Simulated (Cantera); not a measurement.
A closed system holds: 1 mol Ta2O5, 0.99 mol CO, 1.9 mol C, equilibrated at 0.000210 bar.

These are equilibrium values from Cantera (NASA tables, ideal gas, pure condensed phases), not measurements of a reactor. Candidate condensed phases: C, Ta, TaC, Ta2O5; 15 gas species. Mutual solubility and eutectic melting of coexisting phases are not modelled. TaC: taken at fixed stoichiometry. Condensed phases not in the tables: Ta2C. The numbers say what is thermodynamically allowed, not how fast it happens. All values below are at 1075 K.

Base state: CO 1.000, CO2 0.000196 (mole fractions); condensed: TaC(s) + Ta2O5(s).

Task: What changes in the equilibrium state with this change: pressure from 0.000210 bar to 0.0450 bar?

Result: 
```json
[
 {"species": "CO", "before": "1.000", "after": "0.994"},
 {"species": "CO2", "before": "0.000196", "after": "0.00604"},
 {"species": "TaC(s), mol", "before": "0.543", "after": "0"},
 {"species": "Ta2O5(s), mol", "before": "0.729", "after": "1.00"},
 {"species": "C(graphite), mol", "before": "0", "after": "1.91"}
]
```
